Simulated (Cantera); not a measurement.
Source: NASA polynomial tables (part measured, part estimated), evaluated in Cantera. Values are per mole of reaction as written; species without (g) are pure solids or liquids, kept so even where they would boil at 1 bar.

Q: Between 300 and 1873 K, where is each reaction favourable under standard conditions?
- 6 Cl(g) + 3 SrO + N₂O(g) = 3 SrCl₂ + 2 NO₂(g)

A: 
- 6 Cl(g) + 3 SrO + N₂O(g) = 3 SrCl₂ + 2 NO₂(g): ΔG° is -1286 kJ at 300 K and -495 kJ at 1873 K; it stays negative (K > 1). ΔH° is -1316 kJ and ΔS° -438 J/K at 1873 K.
